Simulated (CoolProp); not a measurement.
Dodecamethylpentasiloxane (MD3M) along the isotherm 620 K: fugacity coefficient from the reference equation and from simpler models built on Tc = 628.0 K, pc = 0.9540 MPa, ω = 0.730; each cubic takes its own stable root.

Values from CoolProp's reference Helmholtz-energy equation of state, Thol 2019.

| p (MPa) | phase | reference |
|---|---|---|
| 0.596 | gas | 0.7667 |
| 1.19 | liquid | 0.5026 |
| 1.79 | liquid | 0.3671 |
| 2.38 | liquid | 0.3015 |
| 2.98 | liquid | 0.2626 |
| 3.58 | liquid | 0.2378 |
| 4.17 | liquid | 0.2215 |
| 4.77 | liquid | 0.2101 |
| 5.37 | liquid | 0.2022 |
| 5.96 | liquid | 0.1969 |
| 6.56 | liquid | 0.1935 |
| 7.15 | liquid | 0.1916 |
| 7.75 | liquid | 0.1909 |
| 8.35 | liquid | 0.1912 |
| 8.94 | liquid | 0.1923 |
| 9.54 | liquid | 0.1942 |

Q: How far does each simpler model (Soave-Redlich-Kwong, Peng-Robinson) lie from the reference over these 16 states: mean and median of the absolute difference, and the worst?

A: 
- Soave-Redlich-Kwong: mean 12.4 %, median 13.4 %, worst +18.1 % at 620 K and 9.54 MPa
- Peng-Robinson: mean 1.4 %, median 1.6 %, worst +2.4 % at 620 K and 3.58 MPa
